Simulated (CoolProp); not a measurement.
The numbers come from the reference Helmholtz-energy equation of state, Lemmon 2016 in CoolProp.

### Question
Give the vapour pressure (bar), vapour Z, liquid viscosity (µPa s) of saturated R227EA at 223.8, 249, 274.3 K.

### Answer
| T (K) | p (bar) | vapour Z | liquid viscosity (µPa s) |
|---|---|---|---|
| 223.8 | 0.188 | 0.985 | 666 |
| 249 | 0.714 | 0.961 | 464 |
| 274.3 | 2.04 | 0.920 | 329 |

Viscosity comes from a separate model (Huber 2003), an estimate that may be off by 10 % or more.
